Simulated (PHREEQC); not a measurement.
Make-up at 80 °C: 0.16 mol NaHS and 0.073 mol NaOH per kg of water. Closed to the air; pH follows from the charge balance.

Computed with PHREEQC (ion-association model, wateq4f.dat).

```json
{
 "pH": "10.76",
 "ionic_strength": "0.285 mol/kgw",
 "activity_of_water": "0.993",
 "total_alkalinity": "233 meq/kg"
}
```

```csv
species,molality,activity,log γ
Na+,0.233,0.163,-0.156
HS-,0.108,0.0705,-0.187
S-2,0.0515,0.0118,-0.641
OH-,0.0215,0.0140,-0.187
H2S,3.99e-6,4.26e-6,0.028
```

Precipitation was switched off in this run. Complexes and solids missing from the database can't appear. With this much S-2 the pH rests on the database's HS-/S-2 constant; if that pK is higher, the solution is more alkaline. Constants without temperature data keep their 25 °C values here. The database's pK near 12.9 for HS-/S-2 is now thought far too low, so its S-2 is overstated. The polysulfide entries of wateq4f.dat were taken out for this run.
